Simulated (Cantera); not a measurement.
A closed system holds: 1 mol Pb, 0.014 mol CO2, 0.81 mol CO, equilibrated at 2.40 bar.

Method: chemical equilibrium by Gibbs-energy minimisation in Cantera with the NASA 1993 tables (ideal gas, pure condensed phases). Candidate condensed phases: C, Pb, PbO, PbO2, Pb3O4; 15 gas species. Kinetics and transport are ignored.

At 1675 K, list the 4 most abundant gas species with their mole fractions, and the condensed phases.

CO 0.938, Pb 0.0462, CO2 0.0162, Pb2 5.21e-5. Condensed: Pb(l).
